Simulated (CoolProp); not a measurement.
Saturation properties of normal hydrogen.

The numbers come from the reference Helmholtz-energy equation of state, Leachman 2009 in CoolProp.

| T (°C) | p (kPa) | vapour density (kg/m³) | enthalpy of vaporisation (kJ/kg) | liquid viscosity (µPa s) | vapour viscosity (µPa s) |
|---|---|---|---|---|---|
| -252.85 | ? | 1.308 | 449.0 | 13.6 | 0.992 |
| -251.95 | 128.5 | 1.652 | 444.4 | 12.6 | 1.04 |
| -251.15 | 159.1 | 2.009 | 439.2 | 11.8 | 1.09 |
| -250.25 | 199.5 | 2.477 | 432.0 | 11.1 | 1.14 |
| -249.35 | 246.6 | 3.023 | 423.4 | 10.3 | 1.20 |
| -248.45 | ? | 3.659 | 413.1 | ? | 1.25 |
| -247.65 | ? | 4.312 | 402.3 | 9.12 | 1.31 |
| -246.75 | 426.2 | 5.161 | 388.2 | 8.53 | 1.37 |
| -245.85 | 505.3 | 6.155 | 371.6 | 7.97 | 1.44 |
| -244.95 | 594.2 | 7.327 | 352.1 | 7.44 | ? |
| -244.15 | 682.1 | 8.560 | 331.7 | 6.97 | 1.60 |
| -243.25 | 791.4 | 10.23 | 304.3 | 6.44 | 1.70 |
| -242.35 | 912.9 | 12.35 | 270.2 | 5.88 | 1.83 |
| -241.45 | 1048 | 15.23 | 224.9 | 5.27 | 2.00 |
| -240.65 | 1180 | ? | 163.9 | 4.58 | 2.25 |

### Question
Fill in the missing entries.

### Answer

- -252.85, p (kPa): 99.28
- -248.45, p (kPa): 301.1
- -248.45, liquid viscosity (µPa s): 9.67
- -247.65, p (kPa): 356.2
- -244.95, vapour viscosity (µPa s): 1.52
- -240.65, vapour density (kg/m³): 19.28

It boils at -252.8 °C under 1 atm.

Viscosity comes from a separate model (Muzny 2013).
